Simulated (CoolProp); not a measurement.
Vapour-liquid equilibrium of propylene (1) + n-hexane (2) at 23.8 kPa; x and y are mole fractions of (1).

Values from CoolProp's multi-fluid Helmholtz-energy mixture model, Lemmon 2013 and Thol 2019; pair parameters Bell 2016.

```csv
x,bubble temperature (°C),y at the bubble point,dew temperature at overall composition x (°C),liquid density (mol/L)
0.05,-24.1,0.942,27.7,8.288
0.125,-43.5,0.987,25.7,8.797
0.2,-50.8,0.993,23.7,9.211
0.275,-55.0,0.996,21.5,9.620
0.35,-58.1,0.997,19.0,10.05
0.425,-60.7,0.998,16.4,10.50
0.5,-63.0,0.998,13.4,10.98
0.575,-65.2,0.999,10.1,11.50
0.65,-67.3,0.999,6.2,12.05
0.725,-69.3,1.000,1.6,12.65
0.8,-71.1,1.000,-4.2,13.30
0.875,-72.7,1.000,-12.3,14.00
0.95,-74.2,1.000,-26.4,14.75
```

No azeotrope shows between x = 0.05 and 0.95.

Pair parameters are fitted to limited data, so mixtures are less certain than the pure fluids. The gap from Raoult's law changes sign with composition, which may be real or a fault of the pair parameters; it wasn't checked against measurements. With so large a gap from Raoult's law the liquid may split in two, which this calculation doesn't test in full.
